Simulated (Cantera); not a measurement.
A Cantera script and its output.

```python
import numpy as np
import cantera as ct

gas = ct.Solution("gri30.yaml")
gas.TPX = 1373, 101325, {'N2O': 1, 'H2O': 0.14}
reactor = ct.IdealGasConstPressureReactor(gas, energy="off", clone=False)
net = ct.ReactorNet([reactor])
net.rtol, net.atol = 1e-08, 1e-18
show = ['N2O', 'H2O', 'OH', 'H2', 'O']
times = np.geomspace(2e-06, 100, 11)

steps = ct.SolutionArray(gas, extra=["t"])
rows = []
print(f"{'t/s':>10s}{'T/K':>9s}{'P/Pa':>11s}" + "".join(f"{s:>11s}" for s in show))
for t in times:
    while net.time < t:
        t_next = net.step()
        steps.append(gas.state, t=t_next)
    rows.append([np.interp(t, steps.t, y) for y in (steps.T, steps.P, *steps(*show).X.T)])
    print(f"{t:10.3e}{rows[-1][0]:9.1f}{rows[-1][1]:11.4g}" + "".join(f"{x:11.3e}" for x in rows[-1][2:]))
rate = np.gradient(steps.T, steps.t)
print("integrator steps:", len(steps.t))
if steps.T.max() > steps.T[0] + 200:
    print(f"time of steepest temperature rise: {steps.t[rate.argmax()]:.4e} s")
gas.TPX = 1373, 101325, {'N2O': 1, 'H2O': 0.14}
gas.equilibrate("TP")
print(f"equilibrium (TP): T = {gas.T:.1f} K  " + "  ".join(f"{s} {gas[s].X[0]:.3e}" for s in show))
```

It prints:

```
       t/s      T/K       P/Pa        N2O        H2O         OH         H2          O
 2.000e-06   1373.0  1.013e+05  8.772e-01  1.228e-01  1.281e-06  1.008e-11  1.055e-05
 1.177e-05   1373.0  1.013e+05  8.770e-01  1.228e-01  2.101e-05  6.398e-09  2.218e-05
 6.931e-05   1373.0  1.013e+05  8.759e-01  1.227e-01  1.130e-04  4.803e-07  2.277e-05
 4.081e-04   1373.0  1.013e+05  8.689e-01  1.224e-01  1.570e-04  2.912e-06  2.310e-05
 2.402e-03   1373.0  1.013e+05  8.297e-01  1.207e-01  1.727e-04  1.947e-06  2.208e-05
 1.414e-02   1373.0  1.013e+05  6.463e-01  1.129e-01  1.807e-04  1.136e-06  1.910e-05
 8.326e-02   1373.0  1.013e+05  2.145e-01  9.449e-02  1.389e-04  7.363e-07  1.148e-05
 4.901e-01   1373.0  1.013e+05  4.928e-03  8.559e-02  3.817e-05  9.356e-08  9.046e-07
 2.885e+00   1373.0  1.013e+05  9.247e-07  8.538e-02  2.304e-05  4.856e-08  3.214e-07
 1.699e+01   1373.0  1.013e+05  9.193e-07  8.538e-02  2.305e-05  4.855e-08  3.214e-07
 1.000e+02   1373.0  1.013e+05  8.892e-07  8.538e-02  2.306e-05  4.850e-08  3.218e-07
integrator steps: 1672
equilibrium (TP): T = 1373.0 K  N2O 3.754e-08  H2O 8.535e-02  OH 2.370e-05  H2 4.583e-08  O 3.400e-07
```

Detailed kinetics in Cantera: GRI-Mech 3.0 (53 species, 325 reactions). GRI-Mech 3.0 was tuned for natural gas; its chemistry of N2O as a main component is partial and can be far from experiment. The mechanism lacks the step 2 NO + O2 → 2 NO2, which can matter for NO2 below about 1400 K. The temperature is held fixed by assumption; the heat of reaction is taken as removed at once.
